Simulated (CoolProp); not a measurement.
Model: reference Helmholtz-energy equation of state, Thol 2019, in CoolProp.

For n-hexane, give the phase and the isothermal compressibility (1/MPa), viscosity (µPa s), Prandtl number, fugacity coefficient at 445.3 K and 2.13 MPa; 445.3 K and 3.35 MPa.


- 445.3 K and 2.13 MPa: liquid; isothermal compressibility 0.0126, viscosity 89.0, Prandtl number 3.18, fugacity coefficient 0.445
- 445.3 K and 3.35 MPa: liquid; isothermal compressibility 0.0107, viscosity 92.8, Prandtl number 3.22, fugacity coefficient 0.299

Viscosity comes from a separate model (Michailidou 2013). Thermal conductivity comes from a separate model (Assael 2013).
